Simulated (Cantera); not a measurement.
A perfectly stirred reactor is fed with CH₄ : O₂ : N₂ = 1 : 1.11 : 6.4 (molar parts), at 1.20 bar; it is adiabatic with a 375 K inlet, and is followed from long to short residence time, starting on the burning branch (τ in s: 0.17, 0.074, 0.033, 0.015, 0.0066, 0.003, 0.0013, 0.00059, 0.00026, 0.00012, 5.2e-05, 2.3e-05, 1e-05).

Detailed kinetics in Cantera: GRI-Mech 3.0 (53 species, 325 reactions).

Problem. Predict: blow-out, bracketed by the residence times tried; x(CH₄) at τ = 0.170 s; x(O₂) at τ = 0.170 s; x(HCN) at τ = 0.170 s; x(C₂H₄) at τ = 0.170 s; x(C₂H) at τ = 0.170 s; x(CH₄) at τ = 1.30 ms; x(O₂) at τ = 1.30 ms.

Solution. 
```json
{
  "blow_out_bracketed_by_the_residence_times_tried": "burning at 33.0 ms, out at 15.0 ms",
  "x(CH₄) at τ = 0.170 s": "0.0159",
  "x(O₂) at τ = 0.170 s": "0.00325",
  "x(HCN) at τ = 0.170 s": "3.42e-7",
  "x(C₂H₄) at τ = 0.170 s": "0.000654",
  "x(C₂H) at τ = 0.170 s": "5.58e-9",
  "x(CH₄) at τ = 1.30 ms": "0.118",
  "x(O₂) at τ = 1.30 ms": "0.130"
}
```
